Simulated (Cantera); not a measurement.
An isothermal, constant-pressure homogeneous reactor starts with 94.5 % CH4, 5.52 % CO2, at 2175 K and 0.133 bar.

Model: GRI-Mech 3.0 (53 species, 325 reactions), integrated in Cantera. GRI-Mech 3.0 stops at C3 and has no aromatics, soot or wall deposition, so with more carbon than oxygen in the feed, carbon stays in small species such as C2H2 where larger ones or solid carbon would form.

One state of this run: x CH4 = 0.000230; x CO2 = 6.02e-10; x H = 0.0114; x HO2 = <1e-12; x C2H2 = 0.221; x O = <1e-12; x CH2 = 1.59e-6. x: mole fraction; the columns are a selection and need not sum to one.

Problem. Which value of t (s) does it belong to?
A) 3.63e-5
B) 8.00e-6
C) 0.00341
D) 0.0704

Solution. D, 0.0704
